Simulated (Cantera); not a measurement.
Charge: 1 mol HMDSO, 0.16 mol CO2, 22 mol H2, held at 490 Pa.

These are equilibrium values from Cantera (NASA tables, ideal gas, pure condensed phases), not measurements of a reactor. Candidate condensed phases: C, C6H6, C7H8, C8H18, H2O, Si, SiC, SiO2; 123 gas species. The feed counts by its element totals alone. Mutual solubility and eutectic melting of coexisting phases are not modelled. The tables hold silica as quartz up to 1696 K and as liquid above; real silica turns to tridymite and cristobalite and melts near 1996 K. Kinetics and transport are ignored.

x: gas mole fraction; n: condensed amount in mol.

| T (°C) | x H2 | x CO | x H | x CH4 | x SiO | n C(graphite) | n SiC(s) | n SiO2(β-quartz) |
|---|---|---|---|---|---|---|---|---|
| 800 | 0.999 | 0.000306 | 2.00e-7 | 0.000225 | 4.83e-8 | 4.80 | 1.34 | 0.655 |
| 875 | 0.997 | 0.00282 | 1.02e-6 | 0.000116 | 7.95e-7 | 4.69 | 1.38 | 0.616 |
| 950 | 0.980 | ? | ? | ? | ? | ? | ? | ? |
| 1025 | 0.959 | 0.0408 | 1.50e-5 | 3.59e-5 | 3.00e-5 | 2.84 | 2.00 | 0 |
| 1100 | 0.959 | 0.0408 | 4.66e-5 | 2.27e-5 | 4.47e-5 | 2.84 | 2.00 | 0 |
| 1175 | 0.959 | 0.0408 | 0.000129 | 1.50e-5 | 6.38e-5 | 2.84 | 2.00 | 0 |
| 1250 | 0.959 | 0.0407 | 0.000323 | 1.04e-5 | 8.78e-5 | 2.84 | 2.00 | 0 |
| 1325 | 0.958 | 0.0407 | ? | ? | ? | 2.85 | 2.00 | 0 |
| 1400 | 0.958 | 0.0407 | 0.00159 | 5.45e-6 | 0.000152 | 2.85 | 2.00 | 0 |
| 1475 | 0.956 | 0.0406 | 0.00319 | 4.12e-6 | 0.000193 | 2.85 | 1.99 | 0 |

Question: Fill in the missing entries.

Answer: 
- 1325, x H: 0.000744
- 1325, x CH4: 7.41e-6
- 1325, x SiO: 0.000117
- 950, x CO: 0.0196
- 950, x H: 4.25e-6
- 950, x CH4: 6.27e-5
- 950, x SiO: 9.22e-6
- 950, n C(graphite): 3.89
- 950, n SiC(s): 1.65
- 950, n SiO2(β-quartz): 0.349
